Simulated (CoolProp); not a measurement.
Properties of dodecamethylcyclohexasiloxane (D6) along the isotherm 620 K.

Computed with CoolProp (reference Helmholtz-energy equation of state, Colonna 2008). It is a short technical equation, of lower accuracy than the large ones.

```csv
p (kPa),phase,Z,cp (kJ/(kg K)),cv (kJ/(kg K)),speed of sound (m/s),Joule-Thomson coefficient (K/MPa),fugacity coefficient
7.6,gas,0.9962,1.957,1.938,107.8,9.734,0.9962
17.3,gas,0.9913,1.958,1.939,107.2,9.803,0.9914
39.4,gas,0.9801,1.959,1.939,106.0,9.965,0.9804
89.6,gas,0.9543,1.963,1.940,103.3,10.36,0.9557
204,gas,0.8933,1.973,1.942,96.66,11.48,0.9009
464,gas,0.7361,2.025,1.950,78.66,16.26,0.7822
1060,liquid,0.1746,2.338,1.978,145.9,2.058,0.4601
2400,liquid,0.3609,2.222,1.978,204.4,0.7951,0.2506
```
